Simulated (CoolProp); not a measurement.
Vapour-liquid equilibrium of n-butane (1) + benzene (2) at 63.55 °C; x and y are mole fractions of (1).

Model: multi-fluid Helmholtz-energy mixture model, Bücker 2006 and Thol 2012; pair parameters Bell 2016, in CoolProp.

```
x     bubble pressure, mixture model (MPa)  bubble pressure, Raoult's law (MPa)  y, mixture model  y, Raoult's law
----  ------------------------------------  -----------------------------------  ----------------  ---------------
0.05                               0.09839                              0.09097                 …            0.382
0.2                                 0.2157                               0.1864             0.766            0.746
0.35                                0.3232                               0.2819                 …            0.864
0.5                                      …                               0.3773             0.911            0.922
0.65                                0.4978                               0.4728             0.941            0.956
0.8                                 0.5764                               0.5682             0.965            0.979
0.95                                     …                               0.6637             0.990            0.996
```

Some entries are withheld; supply them.


- 0.05, y, mixture model: 0.420
- 0.35, y, mixture model: 0.865
- 0.5, bubble pressure, mixture model (MPa): 0.4161
- 0.95, bubble pressure, mixture model (MPa): 0.6628

The largest gap from Raoult's law is +15.7 % in bubble pressure, at x = 0.2. No azeotrope shows between x = 0.05 and 0.95.

The pair parameters rest on a limited set of measurements; away from them the model extrapolates.
